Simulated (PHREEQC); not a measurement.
Dissolve 2.3 mmol/kgw Na2S at 25 °C. It is in equilibrium with CO2 at log p = -1 (atm). Otherwise closed; pH follows from the charge balance.

All values are PHREEQC results (ion-association model, phreeqc.dat), not measurements.

Each row changes one thing in this solution. Precipitation was switched off in this run.

```tsv
case	pH	ionic strength (mol/kgw)	HCO3- (mol/kgw)	CO2 (mol/kgw)	H2S (mol/kgw)	HS- (mol/kgw)
as made	6.40	0.00459	0.00405	0.00340	0.00176	0.000541
Na2S from 0.0023 to 0.00253 mol/kgw	6.43	0.00505	0.00441	0.00340	0.00189	0.000635
Na2S from 0.0023 to 0.023 mol/kgw	7.21	0.0455	0.0294	0.00336	0.00699	0.0160
Na2S from 0.0023 to 0.0115 mol/kgw	6.97	0.0228	0.0164	0.00338	0.00508	0.00642
0.0018 mol/kgw Ca(OH)2 added	6.64	0.00977	0.00725	0.00339	0.00148	0.000819
temperature from 25 to 40 °C	6.47	0.00459	0.00379	0.00237	0.00150	0.000804
Na2S from 0.0023 to 0.00023 mol/kgw	5.47	0.000463	0.000456	0.00340	0.000222	7.67e-6
3.2e-05 mol/kgw BaCl2 added	6.40	0.00469	0.00405	0.00340	0.00176	0.000541
```

At this temperature some constants are extrapolated from 25 °C, and those without enthalpy data are left unchanged.
